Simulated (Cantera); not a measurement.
Feed: 1 mol HBr, 0.2 mol H2, 0.17 mol N2, 1.2 mol H2O, equilibrated at 13.0 mbar.

These are equilibrium values from Cantera (NASA tables, ideal gas, pure condensed phases), not measurements of a reactor. Candidate condensed phases: Br2, H2O; 27 gas species. Kinetics and transport are ignored.

x: gas mole fraction; nothing condenses.

```json
[
 {"T (°C)": "2625", "x H": "0.366", "x Br": "0.209", "x O": "0.0971", "x H2": "0.133", "x H2O": "0.0680", "x OH": "0.0571", "x N2": "0.0361", "x O2": "0.0197", "x HBr": "0.0117"},
 {"T (°C)": "2675", "x H": "0.404", "x Br": "0.201", "x O": "0.112", "x H2": "0.118", "x H2O": "0.0483", "x OH": "0.0528", "x N2": "0.0343", "x O2": "0.0182", "x HBr": "0.00949"},
 {"T (°C)": "2725", "x H": "0.439", "x Br": "0.193", "x O": "?", "x H2": "?", "x H2O": "?", "x OH": "?", "x N2": "0.0328", "x O2": "?", "x HBr": "?"},
 {"T (°C)": "2775", "x H": "0.470", "x Br": "0.187", "x O": "0.138", "x H2": "?", "x H2O": "?", "x OH": "?", "x N2": "0.0316", "x O2": "?", "x HBr": "?"},
 {"T (°C)": "2825", "x H": "0.498", "x Br": "0.182", "x O": "0.149", "x H2": "0.0720", "x H2O": "0.0144", "x OH": "0.0355", "x N2": "0.0305", "x O2": "0.0117", "x HBr": "0.00492"},
 {"T (°C)": "2875", "x H": "0.520", "x Br": "0.178", "x O": "0.158", "x H2": "0.0593", "x H2O": "0.00919", "x OH": "0.0298", "x N2": "0.0297", "x O2": "0.00958", "x HBr": "0.00395"},
 {"T (°C)": "2925", "x H": "0.539", "x Br": "0.175", "x O": "0.165", "x H2": "0.0484", "x H2O": "0.00579", "x OH": "0.0247", "x N2": "0.0291", "x O2": "0.00773", "x HBr": "0.00318"},
 {"T (°C)": "2975", "x H": "0.554", "x Br": "0.172", "x O": "0.171", "x H2": "0.0392", "x H2O": "0.00362", "x OH": "0.0203", "x N2": "0.0286", "x O2": "0.00616", "x HBr": "0.00257"},
 {"T (°C)": "3025", "x H": "0.567", "x Br": "0.170", "x O": "0.176", "x H2": "0.0316", "x H2O": "0.00225", "x OH": "0.0165", "x N2": "0.0282", "x O2": "0.00488", "x HBr": "0.00208"}
]
```

Task: Some entries are withheld; supply them.

Result: 
- 2775, x H2: 0.0863
- 2775, x H2O: 0.0221
- 2775, x OH: 0.0415
- 2775, x O2: 0.0140
- 2775, x HBr: 0.00613
- 2725, x O: 0.126
- 2725, x H2: 0.102
- 2725, x H2O: 0.0332
- 2725, x OH: 0.0475
- 2725, x O2: 0.0162
- 2725, x HBr: 0.00764
